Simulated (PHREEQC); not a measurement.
A made-up water analysis in mmol/kgw, 25 °C, pH 2.49, pe 8.3:

```tsv
constituent	mmol/kgw
Na	86.5
K	0.528
Ca	4.68
Mg	4.5
Cl	33.9
S(6)	52
Zn	0.0964
```

Valence states are taken as typed.

Computed with PHREEQC (ion-association model, wateq4f.dat).

```yaml
ionic_strength: 0.150 mol/kgw
total_alkalinity: -9.16 meq/kg
charge_balance_error: -10.8 %
```

```json
[
 {"species": "Na+", "molality": "0.0816", "activity": "0.0619", "log γ": "-0.120"},
 {"species": "SO4-2", "molality": "0.0374", "activity": "0.0122", "log γ": "-0.489"},
 {"species": "Cl-", "molality": "0.0339", "activity": "0.0249", "log γ": "-0.134"},
 {"species": "HSO4-", "molality": "0.00511", "activity": "0.00382", "log γ": "-0.126"},
 {"species": "NaSO4-", "molality": "0.00494", "activity": "0.00377", "log γ": "-0.117"},
 {"species": "H+", "molality": "0.00400", "activity": "0.00324", "log γ": "-0.092"},
 {"species": "Ca+2", "molality": "0.00255", "activity": "0.000887", "log γ": "-0.458"},
 {"species": "MgSO4", "molality": "0.00226", "activity": "0.00234", "log γ": "0.015"}
]
```

Precipitation was switched off in this run. Complexes and solids missing from the database can't appear.
